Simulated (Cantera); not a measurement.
Charge: 1 mol CH₃SiCl₃, 0.12 mol CH₄, 320 mol H₂, at 10.0 Torr.

Cantera equilibrium calculation (NASA polynomials, part measured and part estimated; ideal gas, pure solids and liquids). Candidate condensed phases: C, C₆H₆, C₇H₈, C₈H₁₈, Si, SiC; 109 gas species. The feed counts by its element totals alone. Kinetics and transport are ignored.

**Question.** Which condensed phases are stable at each of these points (T (K)): 1125, 1175, 1225, 1275, 1325, 1375, 1425, 1475, 1525, 1575, 1625, 1675?

**Answer.** 
```tsv
T (K)	condensed phases	Si condensed (%)
1125	SiC(s)	100.0
1175	C(graphite) + SiC(s)	100.0
1225	C(graphite) + SiC(s)	100.0
1275	C(graphite) + SiC(s)	100.0
1325	C(graphite) + SiC(s)	100.0
1375	C(graphite) + SiC(s)	100.0
1425	C(graphite) + SiC(s)	100.0
1475	C(graphite) + SiC(s)	99.9
1525	C(graphite) + SiC(s)	99.9
1575	C(graphite) + SiC(s)	99.9
1625	C(graphite) + SiC(s)	99.9
1675	C(graphite) + SiC(s)	99.8
```

At 1125 K the condensed part is SiC(s). From 1175 K to 1675 K the condensed part is C(graphite) + SiC(s).
